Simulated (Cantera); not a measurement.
An isothermal, constant-pressure homogeneous reactor starts with N2O : O2 = 1 : 2.5 (molar parts), at 1423 K and 20.0 Torr.

Model: GRI-Mech 3.0 (53 species, 325 reactions), integrated in Cantera. GRI-Mech 3.0 was tuned for natural gas; its chemistry of N2O as a main component is partial and can be far from experiment. Radical loss at walls, strong at low pressure, is not modelled. The temperature is held fixed by assumption; the heat of reaction is taken as removed at once.

Q: Predict: x(N2O) at 300 s; x(O2) at 300 s; x(O) at 300 s; x(NO) at 300 s; x(NO2) at 300 s; x(N2) at 300 s.

A: 
| Item | Value |
|---|---|
| x(N2O) at 300 s | 6.44e-7 (gas-phase equilibrium 5.08e-9) |
| x(O2) at 300 s | 0.724 (gas-phase equilibrium 0.750) |
| x(O) at 300 s | 7.07e-6 (gas-phase equilibrium 7.19e-6) |
| x(NO) at 300 s | 0.0509 (gas-phase equilibrium 0.000879) |
| x(NO2) at 300 s | 0.000105 (gas-phase equilibrium 1.85e-6) |
| x(N2) at 300 s | 0.225 (gas-phase equilibrium 0.250) |
